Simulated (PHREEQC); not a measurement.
Solution (20 °C): 0.019 mol/kgw (CH3)4NF. Closed to the air; pH follows from the charge balance.

Computed with PHREEQC (ion-association model, wateq4f.dat).

Each row changes one thing in this solution. This is a speciation only: nothing precipitates in the calculation.

| case | pH | ionic strength (mol/kgw) | HF (mol/kgw) |
|---|---|---|---|
| as made | 7.76 | 0.0190 | 3.96e-7 |
| 0.001 mol/kgw NH3 added | 10.25 | 0.0191 | 1.27e-9 |
| diluted 5-fold with water | 7.46 | 0.00380 | 1.69e-7 |
| 0.015 mol/kgw CsOH added | 12.27 | 0.0340 | 1.17e-11 |
| (CH3)4NF replaced by KHF2 at the same molality | 3.15 | 0.0198 | 0.0156 |

Species that the database lacks are ignored. (CH3)4N+ isn't in the database: it is added as a free cation with an ion size of 4 Å.
